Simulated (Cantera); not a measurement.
A closed system holds: 1 mol Si2Cl6, 1.6 mol HCl, 140 mol H2, equilibrated at 602 °C and 1.30 bar.

Equilibrium computed with Cantera from the NASA thermochemical tables; the gas is ideal and each condensed phase is pure. Candidate condensed phases: Si; 19 gas species. The feed counts by its element totals alone. The tables' values for SiCl3 are old estimates; treat these amounts as uncertain. Equilibrium is a limit: real reactors are often held back by kinetics, nucleation or transport.

Base state: H2 0.983, SiCl4 0.00827, SiHCl3 0.00541, HCl 0.00329, SiH2Cl2 0.000324, SiCl3 1.32e-5 (mole fractions); condensed: gas only.

Question: What changes in the equilibrium state with this change: HCl from 1.6 to 0.56 mol?

Answer: 
| species | before | after |
|---|---|---|
| H2 | 0.983 | 0.985 |
| SiHCl3 | 0.00541 | 0.00717 |
| SiCl4 | 0.00827 | 0.00533 |
| SiH3Cl | 4.67e-6 | 2.61e-5 |
| SiH2Cl2 | 0.000324 | 0.000882 |
| HCl | 0.00329 | 0.00160 |
| SiCl3 | 1.32e-5 | 1.75e-5 |
| Si(s), mol | 0 | 0.0966 |
